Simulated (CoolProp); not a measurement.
Vapour-liquid equilibrium of R152A (1) + isobutene (2) at 0.265 MPa; x and y are mole fractions of (1).

The numbers come from the multi-fluid Helmholtz-energy mixture model, Outcalt 1996 and Lemmon 2005; pair parameters Bell 2016 in CoolProp.

**Question.** Give the bubble temperature and the first vapour's composition at x = 0.05, 0.8, 0.95. Is there an azeotrope?

**Answer.** x = 0.05: 288.7 K, y = 0.175; x = 0.8: 272.5 K, y = 0.811; x = 0.95: 272.8 K, y = 0.938. y crosses x between x = 0.8 and 0.95: the model has an azeotrope there.

Pair parameters are fitted to limited data, so mixtures are less certain than the pure fluids.
